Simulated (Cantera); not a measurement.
Feed: 1 mol Si3N4, 1.8 mol CO2, 7.5 mol H2, held at 0.260 bar.

These are equilibrium values from Cantera (NASA tables, ideal gas, pure condensed phases), not measurements of a reactor. Candidate condensed phases: C, C6H6, C7H8, C8H18, H2O, Si, SiC, SiO2, Si2N2O, Si3N4; 151 gas species. The numbers say what is thermodynamically allowed, not how fast it happens. All values below are at 1873 K.

Base state: H2 0.700, CO 0.168, N2 0.0747, SiO 0.0561, H 0.00106, HCN 0.000117, H2O 0.000104 (mole fractions); condensed: Si2N2O(s).

Problem. What changes in the equilibrium state with this change: CO2 from 1.8 to 0.52 mol?

Solution. 
```json
[
 {"species": "H2", "before": "0.700", "after": "0.888"},
 {"species": "N2", "before": "0.0747", "after": "0.106"},
 {"species": "SiO", "before": "0.0561", "after": "0.00381"},
 {"species": "CO", "before": "0.168", "after": "0.000617"},
 {"species": "H2O", "before": "0.000104", "after": "8.65e-7"},
 {"species": "SiH2", "before": "3.31e-6", "after": "4.36e-5"},
 {"species": "SiH", "before": "1.30e-6", "after": "1.52e-5"},
 {"species": "Si", "before": "3.27e-6", "after": "3.39e-5"},
 {"species": "Si2N2O(s), mol", "before": "1.20", "after": "1.00"},
 {"species": "Si(l), mol", "before": "0", "after": "0.297"},
 {"species": "SiC(s), mol", "before": "0", "after": "0.514"},
 {"species": "Si3N4(s), mol", "before": "0", "after": "0.0502"}
]
```
Mutual solubility and eutectic melting of coexisting phases are not modelled. Gases not in the tables: Si2H6 and higher silanes.
